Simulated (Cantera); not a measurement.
An isothermal, constant-pressure homogeneous reactor starts with CH4 : H2 = 1 : 96 (molar parts), at 1550 K and 30000 Pa. Integrator tolerance rtol = 1e-08.

Computed with Cantera and GRI-Mech 3.0 (53 species, 325 reactions). GRI-Mech 3.0 stops at C3 and has no aromatics, soot or wall deposition, so with more carbon than oxygen in the feed, carbon stays in small species such as C2H2 where larger ones or solid carbon would form.

Problem. What does this change do: pressure from 30000 Pa to 3300 Pa?

Solution. 
| quantity | before | after |
|---|---|---|
| x(CH4) at 10.0 s | 0.00713 (gas-phase equilibrium 0.00639) | 0.00768 (gas-phase equilibrium 0.00111) |
| x(H2) at 10.0 s | 0.991 (gas-phase equilibrium 0.992) | 0.991 (gas-phase equilibrium 0.994) |
| x(CH3) at 10.0 s | 8.36e-6 (gas-phase equilibrium 7.53e-6) | 2.61e-5 (gas-phase equilibrium 3.93e-6) |
| x(C2H) at 10.0 s | 2.19e-10 (gas-phase equilibrium 2.72e-10) | 5.44e-10 (gas-phase equilibrium 2.01e-9) |
| x(CH2) at 10.0 s | 4.25e-10 (gas-phase equilibrium 3.86e-10) | 3.82e-9 (gas-phase equilibrium 6.06e-10) |
Radical loss at walls, strong at low pressure, is not modelled.

Problem. What does this change do: H2 96 to 29 parts?

Solution. 
```json
[
 {"quantity": "x(CH4) at 10.0 s", "before": "0.00713 (gas-phase equilibrium 0.00639)", "after": "0.0150 (gas-phase equilibrium 0.0138)"},
 {"quantity": "x(H2) at 10.0 s", "before": "0.991 (gas-phase equilibrium 0.992)", "after": "0.976 (gas-phase equilibrium 0.977)"},
 {"quantity": "x(CH3) at 10.0 s", "before": "8.36e-6 (gas-phase equilibrium 7.53e-6)", "after": "1.76e-5 (gas-phase equilibrium 1.64e-5)"},
 {"quantity": "x(C2H) at 10.0 s", "before": "2.19e-10 (gas-phase equilibrium 2.72e-10)", "after": "1.25e-9 (gas-phase equilibrium 1.34e-9)"},
 {"quantity": "x(CH2) at 10.0 s", "before": "4.25e-10 (gas-phase equilibrium 3.86e-10)", "after": "9.04e-10 (gas-phase equilibrium 8.46e-10)"}
]
```
